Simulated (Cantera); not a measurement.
Input: 1 mol MgF2, a varied amount of H2, 14 mol N2, at 1502 °C and 0.0133 bar.

Cantera equilibrium calculation (NASA polynomials, part measured and part estimated; ideal gas, pure solids and liquids). Candidate condensed phases: Mg, MgF2; 28 gas species. The tables' values for MgH are old estimates; treat these amounts as uncertain. Kinetics and transport are ignored.

**Question.** At 5.4 mol H2, list the 4 most abundant gas species with their mole fractions, and the condensed phases.

**Answer.** N2 0.672, H2 0.238, HF 0.0415, MgF2 0.0250. Condensed: gas only.
